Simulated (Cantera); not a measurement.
A closed system holds: 1 mol MgO, a varied amount of NF3, 2.5 mol N2, equilibrated at 1700 K and 1.60e-5 bar.

These are equilibrium values from Cantera (NASA tables, ideal gas, pure condensed phases), not measurements of a reactor. Candidate condensed phases: Mg, MgF2, MgO; 24 gas species. Kinetics and transport are ignored.

Question: At 1.3 mol NF3, list the 4 most abundant gas species with their mole fractions, and the condensed phases.

Answer: N2 0.480, F 0.290, MgF2 0.152, O2 0.0740. Condensed: gas only.
